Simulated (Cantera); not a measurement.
A Cantera script and what it prints.

```python
import numpy as np
import cantera as ct

gas_names = """
    CL CL2 Fe FeCL FeCL2 FeCL3 Fe2CL4 Fe2CL6 H HCL H2
""".split()
cond_names = """
    Fe(a) Fe(c) Fe(d) Fe(L) FeCL2(s) FeCL2(L) FeCL3(s) FeCL3(L)
""".split()


def load(file, names, dense=False):
    # The tables refer to 1 bar. Condensed volumes are neglected.
    table = {s.name: s for s in ct.Species.list_from_file(file)}
    out = []
    for n in names:
        d = dict(table[n].input_data)
        d["thermo"] = dict(d["thermo"], **{"reference-pressure": 1e5})
        if dense:
            d["equation-of-state"] = {"model": "constant-volume", "density": "1e6 g/cm^3"}
        out.append(ct.Species.from_dict(d))
    return out


gas = ct.Solution(thermo="ideal-gas", species=load("nasa_gas.yaml", gas_names))
cond = {s.name: ct.Solution(thermo="fixed-stoichiometry", species=[s], name=s.name)
        for s in load("nasa_condensed.yaml", cond_names, dense=True)}
atoms = {
    'FeCl2': {'Fe': 1, 'CL': 2},
    'H2': {'H': 2},
}
top_T = {}  # K; cautious upper limits of use, not melting points


def equilibrate(T, P, feed):
    n = {}
    for name, mol in feed.items():
        for a, k in atoms[name].items():
            n[a] = n.get(a, 0.0) + k * mol
    gas.TPX = T, P, n
    mass = sum(n.values()) * gas.mean_molecular_weight
    gas.equilibrate("TP")
    valid = [c for c in cond.values() if c.min_temp <= T <= top_T.get(c.name, c.max_temp)]
    mix = ct.Mixture([(gas, mass / gas.mean_molecular_weight)] + [(c, 0.0) for c in valid])
    mix.T, mix.P = T, P
    mix.equilibrate("TP", solver="vcs", rtol=1e-11, max_steps=5000)
    return mix


results = []
T = 1398  # K
P = 100000  # Pa
for m in [1.6, 2.8, 4, 5.2, 6.3, 7.5, 8.7, 9.9, 11, 12, 14]:
    feed = {'FeCl2': 1, 'H2': m}  # mol
    mix = equilibrate(T, P, feed)
    results.append((T, P, feed, dict(zip(mix.species_names, mix.species_moles))))

top = {s: max(r[3][s] / sum(r[3][g] for g in gas_names) for r in results) for s in gas_names}
cols = sorted((s for s in top if top[s] > 1e-06), key=lambda s: -top[s])[:8]
seen = [c for c in cond_names if any(r[3].get(c, 0) > 1e-12 for r in results)]
print("log10 of partial pressures in bar; condensed amounts in mol")
print(f"{'n(H2)':>10s}" + "".join(f"{s[:9]:>10s}" for s in cols + seen))
for T, P, feed, n in results:
    ng = sum(n[g] for g in gas_names)
    print(f"{feed['H2']:10.4g}" + "".join(f"{np.log10(max(n[s] / ng * P / 1e5, 1e-99)):10.3f}" for s in cols)
          + "".join(f"{n.get(c, 0):10.4g}" for c in seen))
```

It prints:

```
log10 of partial pressures in bar; condensed amounts in mol
     n(H2)        H2       HCL     FeCL2    Fe2CL4     FeCL3         H        CL     Fe(c)
       1.6    -0.364    -0.432    -0.712    -2.472    -4.010    -5.507    -5.660    0.4789
       2.8    -0.236    -0.503    -0.981    -3.011    -4.414    -5.443    -5.794    0.5959
         4    -0.176    -0.574    -1.182    -3.413    -4.715    -5.413    -5.895    0.6672
       5.2    -0.141    -0.636    -1.343    -3.735    -4.956    -5.395    -5.975    0.7161
       6.3    -0.119    -0.688    -1.467    -3.983    -5.143    -5.384    -6.037    0.7493
       7.5    -0.102    -0.738    -1.584    -4.218    -5.319    -5.376    -6.096    0.7775
       8.7    -0.089    -0.783    -1.687    -4.423    -5.473    -5.370    -6.147    0.7998
       9.9    -0.079    -0.824    -1.779    -4.607    -5.610    -5.365    -6.193     0.818
        11    -0.072    -0.858    -1.855    -4.759    -5.725    -5.361    -6.231    0.8319
        12    -0.066    -0.887    -1.919    -4.887    -5.820    -5.358    -6.263    0.8429
        14    -0.058    -0.940    -2.033    -5.116    -5.992    -5.354    -6.321    0.8609
```

Method: chemical equilibrium by Gibbs-energy minimisation in Cantera with the NASA 1993 tables (ideal gas, pure condensed phases).
